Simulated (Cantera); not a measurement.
An adiabatic, constant-pressure homogeneous reactor starts with CO : H2 : O2 : N2 : H2O = 1 : 0.23 : 0.707 : 2.66 : 0.87 (molar parts), equivalence ratio 0.87, at 1375 K and 0.434 atm. Integrator tolerance rtol = 1e-08.

Computed with Cantera and GRI-Mech 3.0 (53 species, 325 reactions).

What does this change do: initial temperature 1375 to 1525 K?


| quantity | before | after |
|---|---|---|
| time of steepest temperature rise | 0.109 ms | 72.7 µs |
| temperature at 0.100 s | 2490 K | 2538 K |
| equilibrium temperature | 2490 K | 2538 K |
| x(CO) at 0.100 s | 0.0435 (gas-phase equilibrium 0.0435) | 0.0509 (gas-phase equilibrium 0.0509) |
| x(H2) at 0.100 s | 0.00909 (gas-phase equilibrium 0.00909) | 0.0107 (gas-phase equilibrium 0.0107) |
| x(O2) at 0.100 s | 0.0358 (gas-phase equilibrium 0.0358) | 0.0387 (gas-phase equilibrium 0.0387) |
| x(H2O) at 0.100 s | 0.200 (gas-phase equilibrium 0.200) | 0.195 (gas-phase equilibrium 0.195) |
| x(OH) at 0.100 s | 0.0157 (gas-phase equilibrium 0.0157) | 0.0183 (gas-phase equilibrium 0.0183) |

What does this change do: H2 0.23 to 0.45 parts?


```json
[
 {"quantity": "time of steepest temperature rise", "before": "0.109 ms", "after": "80.4 µs"},
 {"quantity": "temperature at 0.100 s", "before": "2490 K", "after": "2535 K"},
 {"quantity": "equilibrium temperature", "before": "2490 K", "after": "2535 K"},
 {"quantity": "x(CO) at 0.100 s", "before": "0.0435 (gas-phase equilibrium 0.0435)", "after": "0.0575 (gas-phase equilibrium 0.0575)"},
 {"quantity": "x(H2) at 0.100 s", "before": "0.00909 (gas-phase equilibrium 0.00909)", "after": "0.0154 (gas-phase equilibrium 0.0154)"},
 {"quantity": "x(O2) at 0.100 s", "before": "0.0358 (gas-phase equilibrium 0.0358)", "after": "0.0246 (gas-phase equilibrium 0.0246)"},
 {"quantity": "x(H2O) at 0.100 s", "before": "0.200 (gas-phase equilibrium 0.200)", "after": "0.227 (gas-phase equilibrium 0.227)"},
 {"quantity": "x(OH) at 0.100 s", "before": "0.0157 (gas-phase equilibrium 0.0157)", "after": "0.0174 (gas-phase equilibrium 0.0174)"}
]
```

What does this change do: initial temperature 1375 to 1625 K?


```json
[
 {"quantity": "time of steepest temperature rise", "before": "0.109 ms", "after": "57.4 µs"},
 {"quantity": "temperature at 0.100 s", "before": "2490 K", "after": "2569 K"},
 {"quantity": "equilibrium temperature", "before": "2490 K", "after": "2569 K"},
 {"quantity": "x(CO) at 0.100 s", "before": "0.0435 (gas-phase equilibrium 0.0435)", "after": "0.0557 (gas-phase equilibrium 0.0557)"},
 {"quantity": "x(H2) at 0.100 s", "before": "0.00909 (gas-phase equilibrium 0.00909)", "after": "0.0119 (gas-phase equilibrium 0.0119)"},
 {"quantity": "x(O2) at 0.100 s", "before": "0.0358 (gas-phase equilibrium 0.0358)", "after": "0.0405 (gas-phase equilibrium 0.0405)"},
 {"quantity": "x(H2O) at 0.100 s", "before": "0.200 (gas-phase equilibrium 0.200)", "after": "0.192 (gas-phase equilibrium 0.192)"},
 {"quantity": "x(OH) at 0.100 s", "before": "0.0157 (gas-phase equilibrium 0.0157)", "after": "0.0201 (gas-phase equilibrium 0.0201)"}
]
```
